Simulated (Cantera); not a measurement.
Charge: 1 mol CO, 0.2 mol NH₃, 41 mol N₂, held at 0.133 bar.

Equilibrium computed with Cantera from the NASA thermochemical tables; the gas is ideal and each condensed phase is pure. Candidate condensed phases: C, C₆H₆, C₇H₈, C₈H₁₈, H₂O; 136 gas species. Kinetics and transport are ignored. All values below are at 2225 °C.

Base state: N₂ 0.967, CO 0.0235, H₂ 0.00471, H 0.00469 (mole fractions); condensed: gas only.

What changes in the equilibrium state with this change: NH₃ from 0.2 to 0.29 mol?


```tsv
species	before	after
N₂	0.967	0.963
CO	0.0235	0.0234
H₂	0.00471	0.00727
H	0.00469	0.00582
```

What changes in the equilibrium state with this change: CO replaced by CH₃OH?


```
species   before   after
-------  -------  ------
N₂         0.967   0.919
H₂       0.00471  0.0442
CO        0.0235  0.0224
H        0.00469  0.0144
```

What changes in the equilibrium state with this change: NH₃ from 0.2 to 0.54 mol?


```csv
species,before,after
N₂,0.967,0.954
CO,0.0235,0.0231
H₂,0.00471,0.0146
H,0.00469,0.00825
```
